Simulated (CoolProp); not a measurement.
Vapour-liquid equilibrium of n-decane (1) + n-dodecane (2) at 636 kPa; x and y are mole fractions of (1).

Computed with CoolProp (multi-fluid Helmholtz-energy mixture model, Lemmon 2006 and Lemmon 2004; pair parameters Bell 2016).

```tsv
x	bubble temperature, mixture model (K)	bubble temperature, Raoult's law (K)	y, mixture model	y, Raoult's law
0.05	581.8	581.2	0.078	0.100
0.2	(withheld)	571.9	0.295	0.348
0.35	(withheld)	563.7	(withheld)	0.538
0.5	558.1	556.4	(withheld)	0.687
0.65	(withheld)	549.8	(withheld)	0.805
0.8	544.6	543.8	(withheld)	0.900
0.95	538.6	538.4	0.972	0.977
```

Task: Fill in the missing entries.

Result: 
- 0.2, bubble temperature, mixture model (K): 573.6
- 0.35, bubble temperature, mixture model (K): 565.6
- 0.35, y, mixture model: 0.481
- 0.5, y, mixture model: 0.639
- 0.65, bubble temperature, mixture model (K): 551.1
- 0.65, y, mixture model: 0.770
- 0.8, y, mixture model: 0.880

The largest gap from Raoult's law is +1.9 K in bubble temperature, at x = 0.35. No azeotrope shows between x = 0.05 and 0.95.

Pair parameters are fitted to limited data, so mixtures are less certain than the pure fluids.
